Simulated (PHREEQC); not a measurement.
Make-up at 25 °C: 35 mmol/kgw ZnCl2, 17 mmol/kgw NaOH and 30 mmol/kgw MnSO4. Closed to the air; pH follows from the charge balance.

All values are PHREEQC results (ion-association model, wateq4f.dat), not measurements.

Each row changes one thing in this solution. No solid was allowed to form.

```
case                                pH  ionic strength (mol/kgw)  Cl- (mol/kgw)  Zn+2 (mol/kgw)  Zn(OH)2 (mol/kgw)  ZnOHCl (mol/kgw)  SI of Zn(OH)2-a (Zn(OH)2)  SI of Zincite(c) (ZnO)
--------------------------------  ----  ------------------------  -------------  --------------  -----------------  ----------------  -------------------------  ----------------------
as made                           8.47                     0.150         0.0644          0.0159            0.00598           0.00253                      +2.24                   +3.55
MnSO4 from 0.03 to 0.06 mol/kgw   8.54                     0.211         0.0638          0.0135            0.00623           0.00214                      +2.27                     ___
MnSO4 left out                    8.34                       ___         0.0650          0.0218            0.00546           0.00328                      +2.20                   +3.51
temperature from 25 to 20 °C      8.47                     0.152         0.0644          0.0163            0.00629           0.00263                      +2.26                   +3.30
ZnCl2 from 0.035 to 0.07 mol/kgw  8.21                     0.232          0.126          0.0411            0.00404           0.00577                      +2.08                   +3.39
```

What belongs in the gaps?


- MnSO4 from 0.03 to 0.06 mol/kgw, SI of Zincite(c) (ZnO): +3.58
- MnSO4 left out, ionic strength (mol/kgw): 0.0868

Species that the database lacks are ignored. Some of these states are supersaturated (in Zn5(OH)8Cl2, Zn(OH)2-e, for instance).
